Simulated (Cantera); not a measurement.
# Thermodynamics of silicon epitaxy and polysilicon growth, feed SiHCl3 + Cl2 + N2

Feed: 1 mol SiHCl3, 0.065 mol Cl2, 140 mol N2.

Method: chemical equilibrium by Gibbs-energy minimisation in Cantera with the NASA 1993 tables (ideal gas, pure condensed phases). Candidate condensed phases: NH4Cl, Si, Si3N4; 28 gas species. N2 is the only nitrogen source here; it is nearly inert below about 1500 K, so the nitride shown seldom forms there in practice. The tables' values for SiCl3 are old estimates. Rates play no part.

Stable condensed phases:

```
T in °C \ P in Pa
            100    260    670   1700   4500  12000  30000  77000 200000
   1500       A      A      A      A      A      A      A      A      B
   1425       A      A      A      A      A      A      A      B      B
   1350       A      A      A      A      A      A      B      B      B
   1275       A      A      A      A      A      B      B      B      B
   1200       A      A      A      B      B      B      B      B      B
   1125       A      A      B      B      B      B      B      B      B
   1050       B      B      B      B      B      B      B      B      B
    975       B      B      B      B      B      B      B      B      B
    900       B      B      B      B      B      B      B      B      B
    825       B      B      B      B      B      B      B      B      B
    750       B      B      B      B      B      B      B      B      B
    675       B      B      B      B      B      B      B      B      B
    600       B      B      B      B      B      B      B      B      B
```

A: gas only; B: Si3N4.
